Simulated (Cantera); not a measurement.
NaOH + H2O (calcination and drying)

Input: 1 mol NaOH, 1.5 mol H2O, equilibrated at 1525 K and 75.0 Torr.

Equilibrium computed with Cantera from the NASA thermochemical tables; the gas is ideal and each condensed phase is pure. Candidate condensed phases: H2O, Na, NaOH, NaO2, Na2O, Na2O2; 16 gas species. The numbers say what is thermodynamically allowed, not how fast it happens.

```
Property                               Result
----------------------------------  ---------
x(H2O)                                  0.602
x(NaOH)                                 0.376
x(Na)                                  0.0164
x(O2)                                 0.00409
x(Na2(OH)2)                           0.00167
x(OH)                                0.000158
x(NaO)                                8.30e-5
x(H2)                                 7.82e-5
x(Na2O)                               6.50e-6
gas amount                          2.527 mol
log10 activity of NaOH(l) (absent)      -0.44
log10 activity of Na(l) (absent)        -3.78
```
